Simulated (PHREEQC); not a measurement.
Dissolve 4 mmol/kgw Li2SO4, 0.23 mmol/kgw NaOH and 21 mmol/kgw FeSO4 at 25 °C. Closed to the air; pH follows from the charge balance.

All values are PHREEQC results (ion-association model, wateq4f.dat), not measurements.

```
Quantity                   Value
----------------  --------------
pH                          7.99
ionic strength    0.0648 mol/kgw
total alkalinity    0.230 meq/kg
```

```
species  molality  activity   log γ
-------  --------  --------  ------
SO4-2      0.0171   0.00733  -0.369
Fe+2       0.0132   0.00593  -0.346
Li+       0.00775   0.00635  -0.086
FeSO4     0.00762   0.00773   0.006
LiSO4-   0.000251  0.000203  -0.092
FeOH+    0.000228  0.000185  -0.092
Na+      0.000222  0.000179  -0.092
NaSO4-    8.09e-6   6.59e-6  -0.089
OH-       1.24e-6   9.87e-7  -0.100
Fe(OH)2   1.53e-7   1.55e-7   0.006
H+        1.20e-8   1.01e-8  -0.074
```

No solid was allowed to form. Complexes and solids missing from the database can't appear.
